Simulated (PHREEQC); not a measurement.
A made-up water analysis in mmol/kgw, 55 °C, pH 7.22: Na 111; K 0.0143; Ca 10.3; Mg 1.84; Cl 104; S(6) 17.6; Alkalinity (meq/kgw) 0.218; B 2.37.

Cl is adjusted to close the charge balance.
Valence states are taken as typed.

Computed with PHREEQC (Pitzer model, pitzer.dat).

### Question
The ionic strength comes out as 0.165 mol/kgw. What activity coefficients do Mg+2, Cl-, CaB(OH)4+, OH-, B(OH)4- get?

### Answer
Mg+2 0.27, Cl- 0.72, CaB(OH)4+ 0.70, OH- 0.68, B(OH)4- 0.65. Single-ion values are on the MacInnes scale.

No solid was allowed to form. Species that the database lacks are ignored. Constants without temperature data keep their 25 °C values here.
